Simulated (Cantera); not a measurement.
Cantera run:

```python
import numpy as np
import cantera as ct

gas_names = [...]  # 113 gases of nasa_gas.yaml made of C, H, O, Ti
cond_names = """
    C(gr) C6H6(L) C7H8(L) C8H18(L),n-octa H2O(s) H2O(L) Ti(a) Ti(b) Ti(L) TiC(s) TiC(L) TiO(a) TiO(b)
    TiO(L) TiO2(ru) TiO2(L) Ti2O3(a) Ti2O3(b) Ti2O3(L) Ti3O5(a) Ti3O5(b) Ti3O5(L) Ti4O7(s) Ti4O7(L)
""".split()


# ... load() reads the species with a 1 bar reference pressure and builds the phases ...
atoms = {
    'Ti(OiPr)4': {'Ti': 1, 'C': 12, 'H': 28, 'O': 4},
    'H2O': {'H': 2, 'O': 1},
    'H2': {'H': 2},
}
top_T = {'C(gr)': 4500}  # K; cautious upper limits of use, not melting points


# ... equilibrate(T, P, feed) seeds the gas with the atoms and calls Mixture.equilibrate('TP', solver="vcs", rtol=1e-11, max_steps=5000) ...
results = []
feed = {'Ti(OiPr)4': 1, 'H2O': 4.2, 'H2': 4.3}  # mol
P = 11000  # Pa
for T in [1173, 1273, 1373, 1473, 1573, 1673, 1773, 1873, 1973, 2073, 2173, 2273]:
    mix = equilibrate(T, P, feed)
    results.append((T, P, feed, dict(zip(mix.species_names, mix.species_moles))))

top = {s: max(r[3][s] / sum(r[3][g] for g in gas_names) for r in results) for s in gas_names}
cols = sorted((s for s in top if top[s] > 1e-05), key=lambda s: -top[s])[:6]
seen = [c for c in cond_names if any(r[3].get(c, 0) > 1e-12 for r in results)]
print("log10 of partial pressures in bar; condensed amounts in mol")
print(f"{'T/K':>10s}" + "".join(f"{s[:9]:>10s}" for s in cols + seen))
for T, P, feed, n in results:
    ng = sum(n[g] for g in gas_names)
    print(f"{T:10.4g}" + "".join(f"{np.log10(max(n[s] / ng * P / 1e5, 1e-99)):10.3f}" for s in cols)
          + "".join(f"{n.get(c, 0):10.4g}" for c in seen))
```

Output:

```
log10 of partial pressures in bar; condensed amounts in mol
       T/K        H2        CO         H C2H2,acet       CH4       H2O     C(gr)    TiC(s)  TiO2(ru)  Ti3O5(b)
      1173    -1.065    -1.625    -7.461    -8.278    -3.841    -4.140     5.785         0         1         0
      1273    -1.070    -1.607    -6.682    -7.500    -4.167    -4.601     5.456         0         0    0.3333
      1373    -1.094    -1.532    -6.024    -6.856    -4.486    -4.955     2.794         1         0         0
      1473    -1.094    -1.532    -5.445    -6.280    -4.720    -5.305     2.796         1         0         0
      1573    -1.094    -1.532    -4.938    -5.779    -4.924    -5.609     2.796         1         0         0
      1673    -1.094    -1.532    -4.490    -5.338    -5.103    -5.876     2.796         1         0         0
      1773    -1.094    -1.532    -4.093    -4.948    -5.262    -6.112     2.792         1         0         0
      1873    -1.095    -1.532    -3.737    -4.600    -5.404    -6.323     2.785         1         0         0
      1973    -1.096    -1.533    -3.418    -4.289    -5.532    -6.512      2.77         1         0         0
      2073    -1.098    -1.533    -3.129    -4.009    -5.648    -6.684     2.744         1         0         0
      2173    -1.101    -1.535    -2.867    -3.757    -5.756    -6.841     2.701         1         0         0
      2273    -1.106    -1.537    -2.629    -3.530    -5.859    -6.987     2.632         1         0         0
```

Equilibrium computed with Cantera from the NASA thermochemical tables; the gas is ideal and each condensed phase is pure. The feed counts by its element totals alone. TiC: taken at fixed stoichiometry. Condensed phases not in the tables: Magnéli phases beyond Ti4O7.
